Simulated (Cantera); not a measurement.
Charge: 1 mol PbS, 1300 mol H2, equilibrated at 1998.15 K and 25.0 Pa.

These are equilibrium values from Cantera (NASA tables, ideal gas, pure condensed phases), not measurements of a reactor. Candidate condensed phases: Pb, PbS, S; 10 gas species. Rates play no part.

Base state: H2 0.902, H 0.0965, Pb 0.000731, S 0.000518, SH 0.000176, H2S 2.21e-5 (mole fractions); condensed: gas only.

Question: What changes in the equilibrium state with this change: temperature from 1998.15 K to 1675 K?

Answer: 
```
species    before     after
-------  --------  --------
H2          0.902     0.991
H          0.0965   0.00731
Pb       0.000731  0.000757
S        0.000518  0.000134
S2        6.81e-6   7.17e-5
H2S       2.21e-5  0.000226
SH       0.000176  0.000254
```
